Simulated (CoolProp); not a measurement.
A Linde-Hampson liquefier for dry air: isothermal reversible compression at 290 K from 1 atm to 40 MPa, throttling to 1 atm, return gas leaving the recuperator 5 K below the feed. Each further row changes one setting.

Model: reference Helmholtz-energy equation of state, Lemmon 2000, in CoolProp. It is a pseudo-pure fit of the blend.

```csv
case,liquid yield per pass,compression work (kJ/kg of gas)
as stated,(withheld),501
high pressure 80 MPa,0.074,582
warm-end temperature 320 K,(withheld),(withheld)
warm-end gap 10 K,(withheld),501
```

**Question.** Complete the blanks.

**Answer.** 
- as stated, liquid yield per pass: 0.106
- warm-end temperature 320 K, liquid yield per pass: 0.076
- warm-end temperature 320 K, compression work (kJ/kg of gas): 557
- warm-end gap 10 K, liquid yield per pass: 0.094
